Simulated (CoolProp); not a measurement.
Vapour pressure (MPa) of R123: the reference equation beside estimates from Tc = 456.8 K, pc = 3.662 MPa, ω = 0.282.

The numbers come from the reference Helmholtz-energy equation of state, Younglove 1994 in CoolProp. It is a modified Benedict-Webb-Rubin equation, recast in Helmholtz form.

```json
[
 {"T (K)": "230.7", "reference": "0.003029", "Lee-Kesler": "0.002953", "Soave-Redlich-Kwong": "0.003035", "Peng-Robinson": "0.003274"},
 {"T (K)": "250.1", "reference": "0.01013", "Lee-Kesler": "0.009884", "Soave-Redlich-Kwong": "0.01007", "Peng-Robinson": "0.01057"},
 {"T (K)": "269.5", "reference": "0.02756", "Lee-Kesler": "0.02707", "Soave-Redlich-Kwong": "0.02736", "Peng-Robinson": "0.02812"},
 {"T (K)": "288.9", "reference": "0.06399", "Lee-Kesler": "0.06335", "Soave-Redlich-Kwong": "0.06361", "Peng-Robinson": "0.06440"},
 {"T (K)": "308.3", "reference": "0.1312", "Lee-Kesler": "0.1308", "Soave-Redlich-Kwong": "0.1308", "Peng-Robinson": "0.1310"},
 {"T (K)": "327.7", "reference": "0.2438", "Lee-Kesler": "0.2442", "Soave-Redlich-Kwong": "0.2441", "Peng-Robinson": "0.2427"},
 {"T (K)": "347.1", "reference": "0.4188", "Lee-Kesler": "0.4206", "Soave-Redlich-Kwong": "0.4210", "Peng-Robinson": "0.4166"},
 {"T (K)": "366.5", "reference": "0.6752", "Lee-Kesler": "0.6782", "Soave-Redlich-Kwong": "0.6816", "Peng-Robinson": "0.6728"},
 {"T (K)": "385.8", "reference": "1.032", "Lee-Kesler": "1.035", "Soave-Redlich-Kwong": "1.045", "Peng-Robinson": "1.031"}
]
```

Absolute difference from the reference over all 9 rows, mean and median: Lee-Kesler 1.0 and 0.4 %, Soave-Redlich-Kwong 0.6 and 0.6 %, Peng-Robinson 1.9 and 0.5 %.
